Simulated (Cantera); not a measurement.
## Equilibrium for hydrogen reduction and annealing atmospheres: TiO2 + H2

A closed system holds: 1 mol TiO2, a varied amount of H2, equilibrated at 600000 Pa.

Equilibrium computed with Cantera from the NASA thermochemical tables; the gas is ideal and each condensed phase is pure. Candidate condensed phases: H2O, Ti, TiO, TiO2, Ti2O3, Ti3O5, Ti4O7; 12 gas species. Mutual solubility and eutectic melting of coexisting phases are not modelled. The numbers say what is thermodynamically allowed, not how fast it happens.

Stable condensed phases:

```
T in K \ n(H2) in mol
          290  330  380  440  510  590  680  790  910 1100 1200 1400
   1673     A    A    B    B    B    C    C    C    C    C    C    C
   1648     A    A    A    B    B    B    C    C    C    C    C    C
   1623     A    A    A    A    B    B    B    C    C    C    C    C
   1598     A    A    A    A    A    B    B    B    C    C    C    C
   1573     A    A    A    A    A    A    B    B    B    C    C    C
   1548     A    A    A    A    A    A    A    B    B    C    C    C
   1523     A    A    A    A    A    A    A    A    B    B    B    C
   1498     A    A    A    A    A    A    A    A    A    B    B    B
   1473     A    A    A    A    A    A    A    A    A    A    B    B
```

A: Ti3O5; B: Ti2O3 + Ti3O5; C: Ti2O3.
